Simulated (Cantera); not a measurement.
An isothermal, constant-pressure homogeneous reactor starts with H2 : O2 = 0.012 : 1 (molar parts), equivalence ratio 0.0060, at 1325 K and 0.00160 bar. Integrator tolerance rtol = 1e-08.

Model: GRI-Mech 3.0 (53 species, 325 reactions), integrated in Cantera. Radical loss at walls, strong at low pressure, is not modelled.

Problem. What does this change do: H2 0.012 to 0.0017 parts?

Solution. 
```csv
quantity,before,after
x(H2) at 10.0 s,3.55e-5 (gas-phase equilibrium 4.05e-8),1.15e-6 (gas-phase equilibrium 5.72e-9)
x(O2) at 10.0 s,0.981 (gas-phase equilibrium 0.988),0.997 (gas-phase equilibrium 0.998)
x(HO2) at 10.0 s,6.21e-8 (gas-phase equilibrium 1.04e-8),1.14e-8 (gas-phase equilibrium 3.96e-9)
x(OH) at 10.0 s,0.00105 (gas-phase equilibrium 3.56e-5),0.000190 (gas-phase equilibrium 1.34e-5)
x(H2O2) at 10.0 s,1.79e-9 (gas-phase equilibrium 3.13e-11),2.25e-10 (gas-phase equilibrium 4.47e-12)
x(H) at 10.0 s,0.000227 (gas-phase equilibrium 8.28e-9),9.34e-6 (gas-phase equilibrium 3.11e-9)
x(H2O) at 10.0 s,0.0112 (gas-phase equilibrium 0.0119),0.00160 (gas-phase equilibrium 0.00169)
```

Problem. What does this change do: temperature 1325 to 1223 K?

Solution. 
| quantity | before | after |
|---|---|---|
| x(H2) at 10.0 s | 3.55e-5 (gas-phase equilibrium 4.05e-8) | 2.88e-5 (gas-phase equilibrium 6.13e-9) |
| x(O2) at 10.0 s | 0.981 (gas-phase equilibrium 0.988) | 0.983 (gas-phase equilibrium 0.988) |
| x(HO2) at 10.0 s | 6.21e-8 (gas-phase equilibrium 1.04e-8) | 8.44e-8 (gas-phase equilibrium 3.80e-9) |
| x(OH) at 10.0 s | 0.00105 (gas-phase equilibrium 3.56e-5) | 0.000708 (gas-phase equilibrium 1.04e-5) |
| x(H2O2) at 10.0 s | 1.79e-9 (gas-phase equilibrium 3.13e-11) | 2.41e-9 (gas-phase equilibrium 1.39e-11) |
| x(H) at 10.0 s | 0.000227 (gas-phase equilibrium 8.28e-9) | 0.000198 (gas-phase equilibrium 5.93e-10) |
| x(H2O) at 10.0 s | 0.0112 (gas-phase equilibrium 0.0119) | 0.0114 (gas-phase equilibrium 0.0119) |
